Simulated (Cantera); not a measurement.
A perfectly stirred reactor is fed with NO : N2 = 1 : 0.9 (molar parts), at 0.500 bar; it is held at 1873 K, and followed from long to short residence time.

Detailed kinetics in Cantera: GRI-Mech 3.0 (53 species, 325 reactions).

**Question.** What does this change do: pressure from 0.500 bar to 1.00 bar?

**Answer.** 
```csv
quantity,before,after
x(NO) at τ = 9.30 s,0.197,0.151
x(O) at τ = 9.30 s,0.000138,0.000104
x(N2) at τ = 9.30 s,0.638,0.661
x(O2) at τ = 9.30 s,0.164,0.187
x(N2O) at τ = 9.30 s,1.53e-5,9.58e-6
x(NO) at τ = 0.280 s,0.492,0.465
x(O) at τ = 0.280 s,5.38e-5,4.65e-5
x(N2) at τ = 0.280 s,0.491,0.504
x(O2) at τ = 0.280 s,0.0171,0.0303
x(N2O) at τ = 0.280 s,0.000101,9.31e-5
```
